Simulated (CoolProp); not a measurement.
A single-stage vapour-compression cycle with R142b: evaporating at 238.15 K (dew point), condensing at 261.15 K (bubble point), superheat 8 K, subcooling 8 K, compressor efficiency 0.7, no pressure losses. Each further row changes one setting.

Values from CoolProp's reference Helmholtz-energy equation of state, Lemmon 2006. It is a short technical equation, of lower accuracy than the large ones.

```
case                              cooling COP  pressure ratio  discharge temperature (K)  refrigerating effect (kJ/kg)  volumetric capacity (kJ/m³)
--------------------------------  -----------  --------------  -------------------------  ----------------------------  ---------------------------
as stated                                   ?            2.90                      289.0                           225                          349
evaporating temperature 243.15 K            ?               ?                      284.1                           229                            ?
condensing temperature 256.15 K          9.07               ?                      280.4                           231                          358
subcooling 13 K                          7.18            2.90                      289.0                           231                          358
superheat 18 K                           6.94            2.90                          ?                           233                            ?
compressor efficiency 0.6                6.00            2.90                      295.4                           225                          349
```

Task: Some entries are withheld; supply them.

Result: 
- as stated, cooling COP: 7.00
- evaporating temperature 243.15 K, cooling COP: 9.27
- evaporating temperature 243.15 K, pressure ratio: 2.26
- evaporating temperature 243.15 K, volumetric capacity (kJ/m³): 448
- condensing temperature 256.15 K, pressure ratio: 2.35
- superheat 18 K, discharge temperature (K): 299.6
- superheat 18 K, volumetric capacity (kJ/m³): 346
